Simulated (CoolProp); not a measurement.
CH2F2 (R32) along the isobar 3.15 MPa: fugacity coefficient from the reference equation and from simpler models built on Tc = 351.3 K, pc = 5.783 MPa, ω = 0.277; each cubic takes its own stable root.

The numbers come from the reference Helmholtz-energy equation of state, Tillner-Roth 1997 in CoolProp.

```csv
T (K),phase,reference
270,liquid,0.2141
277.9,liquid,0.2681
285.8,liquid,0.3300
293.7,liquid,0.3998
301.7,liquid,0.4784
309.6,liquid,0.5634
317.5,liquid,0.6549
325.4,gas,0.7322
333.3,gas,0.7555
341.3,gas,0.7759
349.2,gas,0.7937
357.1,gas,0.8097
```

How far does each simpler model (Redlich-Kwong, Peng-Robinson) lie from the reference over these 12 states: mean and median of the absolute difference, and the worst?


- Redlich-Kwong: mean 19.1 %, median 18.0 %, worst +45.8 % at 270 K and 3.15 MPa
- Peng-Robinson: mean 2.7 %, median 3.6 %, worst +4.1 % at 293.7 K and 3.15 MPa

At some of these states Redlich-Kwong gives the other phase, because its saturation line lies elsewhere.
